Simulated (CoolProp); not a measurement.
Saturation properties of CH3F (R41).

Computed with CoolProp (reference Helmholtz-energy equation of state, Lemmon 2006). It is a short technical equation, of lower accuracy than the large ones.

| T (K) | p (MPa) | vapour density (kg/m³) | enthalpy of vaporisation (kJ/kg) | liquid cp (kJ/(kg K)) | surface tension (mN/m) |
|---|---|---|---|---|---|
| 238.5 | 0.6977 | 13.94 | 416.3 | 2.227 | 8.95 |
| 244.5 | 0.8587 | 17.13 | 404.2 | 2.270 | 8.11 |
| 250.6 | 1.049 | 20.98 | 391.0 | 2.321 | 7.27 |
| 256.6 | 1.267 | 25.45 | 377.2 | 2.382 | 6.47 |
| 262.6 | 1.516 | 30.75 | 362.3 | 2.455 | 5.69 |
| 268.6 | 1.800 | 37.03 | 346.2 | 2.546 | 4.92 |
| 274.7 | 2.127 | 44.65 | 328.4 | 2.663 | 4.17 |
| 280.7 | 2.492 | 53.68 | 309.1 | 2.812 | 3.45 |
| 286.7 | 2.902 | 64.67 | 287.6 | 3.016 | 2.76 |
| 292.7 | 3.361 | 78.34 | 263.2 | 3.313 | 2.11 |
| 298.8 | 3.885 | 96.21 | 234.4 | 3.802 | 1.48 |
| 304.8 | 4.461 | 120.2 | 199.8 | 4.738 | 0.908 |

It boils at 194.8 K under 1 atm.

Surface tension comes from a separate correlation (Mulero 2012).
